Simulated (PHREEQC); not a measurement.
Consider water at 25 °C with 0.036 mol/kgw Al2(SO4)3, 0.00021 mol/kgw ZnCl2, 0.037 mol/kgw HCl and 0.12 mol/kgw NaCl. Closed to the air; pH follows from the charge balance.

All values are PHREEQC results (ion-association model, phreeqc.dat), not measurements.

The ionic strength comes out as 0.305 mol/kgw. What activity coefficients do Na+, Zn(SO4)2-2, Al+3, Cl-, SO4-2 get?

Na+ 0.73, Zn(SO4)2-2 0.29, Al+3 0.11, Cl- 0.68, SO4-2 0.25.

Precipitation was switched off in this run. Species that the database lacks are ignored.
